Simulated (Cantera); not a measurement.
**Low-pressure radical oxidation in H2/O2**

An isothermal, constant-pressure homogeneous reactor starts with H₂ : O₂ : N₂ = 0.026 : 1 : 2 (molar parts), at 1425 K and 20.0 Torr.

Computed with Cantera and GRI-Mech 3.0 (53 species, 325 reactions). Radical loss at walls, strong at low pressure, is not modelled.

```csv
t (s),x H₂,x O₂,x OH,x O,x HO₂,x H
0.000200,0.00859,0.330,4.20e-8,4.65e-8,3.72e-8,1.44e-8
0.000773,0.00859,0.330,1.22e-6,1.43e-6,1.45e-7,3.06e-7
0.00299,0.000925,0.324,0.00186,0.00553,7.76e-7,0.000764
0.0116,7.59e-5,0.323,0.00112,0.00664,5.67e-7,0.000497
0.0447,6.19e-5,0.324,0.00101,0.00533,5.16e-7,0.000360
0.173,3.20e-5,0.326,0.000728,0.00268,3.69e-7,0.000130
0.669,7.11e-6,0.327,0.000344,0.000577,1.48e-7,1.32e-5
2.59,8.72e-7,0.327,0.000121,6.99e-5,3.34e-8,5.59e-7
10.0,1.25e-7,0.328,4.58e-5,1.00e-5,1.64e-8,3.03e-8
```
x: mole fraction; the columns are a selection and need not sum to one.

Equilibrium at this temperature and pressure: H₂ 6.11e-8, O₂ 0.327, OH 3.20e-5, O 4.89e-6, HO₂ 1.83e-8, H 1.04e-8 (gas phase only).
